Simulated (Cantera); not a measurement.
## Ignition delay

Mixture: CH₄ : C₂H₆ : O₂ : N₂ = 1 : 0.3 : 3.77 : 14.2 (molar parts), at 1.70 bar, adiabatic and at constant volume. Ignition delay is the time to a rise of 400 K.

Detailed kinetics in Cantera: GRI-Mech 3.0 (53 species, 325 reactions).

```csv
T0 (K),delay (ms)
1298,0.477
1348,0.277
1398,0.173
1448,0.114
1498,0.0781
1548,0.0550
1598,0.0396
1648,0.0292
```

```yaml
apparent activation energy between 1548 and 1648 K: 130 kJ/mol
```
